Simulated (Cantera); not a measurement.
# Titanium nitride, carbide and oxide coatings: Ti(OiPr)4 + CH4 + H2

A closed system holds: 1 mol Ti(OiPr)4, 7.1 mol CH4, 230 mol H2, at 0.170 bar.

Equilibrium computed with Cantera from the NASA thermochemical tables; the gas is ideal and each condensed phase is pure. Candidate condensed phases: C, C6H6, C7H8, C8H18, H2O, Ti, TiC, TiO, TiO2, Ti2O3, Ti3O5, Ti4O7; 113 gas species. The feed counts by its element totals alone. TiC: taken at fixed stoichiometry. The numbers say what is thermodynamically allowed, not how fast it happens.

```
T (°C)   x H2       x H     x CO  x C2H2 (acetylene)     x CH4    x H2O    x CH3  n C(graphite)  n Ti3O5(s)  n TiC(s)
------  -----  --------  -------  ------------------  --------  -------  -------  -------------  ----------  --------
900     0.988   2.84e-7  0.00893             6.05e-8   0.00323  5.32e-5  1.75e-8           15.9       0.333         0
1000    0.983   1.71e-6   0.0152             3.65e-7   0.00154  3.03e-5  5.25e-8           13.7           0      1.00
1100    0.984   8.01e-6   0.0153             1.70e-6  0.000829  1.19e-5  1.35e-7           13.9           0      1.00
1200    0.984   3.04e-5   0.0153             6.40e-6  0.000483  5.35e-6  3.02e-7           14.0           0      1.00
1300    0.984   9.78e-5   0.0153             2.03e-5  0.000302  2.65e-6  6.11e-7           14.0           0      1.00
1400    0.984  0.000274   0.0153             5.61e-5  0.000200  1.44e-6  1.13e-6           14.0           0      1.00
1500    0.984  0.000684   0.0153            0.000138  0.000139  8.33e-7  1.96e-6           14.0           0      1.00
1600    0.983   0.00155   0.0152            0.000307  0.000100  5.13e-7  3.18e-6           13.9           0      1.00
1700    0.981   0.00324   0.0152            0.000628   7.47e-5  3.32e-7  4.90e-6           13.7           0     1.000
1800    0.977   0.00631   0.0152             0.00120   5.72e-5  2.24e-7  7.22e-6           13.5           0     1.000
1900    0.971    0.0115   0.0152             0.00214   4.47e-5  1.56e-7  1.02e-5           13.0           0     1.000
2000    0.961    0.0200   0.0151             0.00362   3.55e-5  1.12e-7  1.39e-5           12.2           0     1.000
```
x: gas mole fraction; n: condensed amount in mol.

At 900 °C the condensed part is C(graphite) + Ti3O5(s). From 1000 °C to 2000 °C the condensed part is C(graphite) + TiC(s).
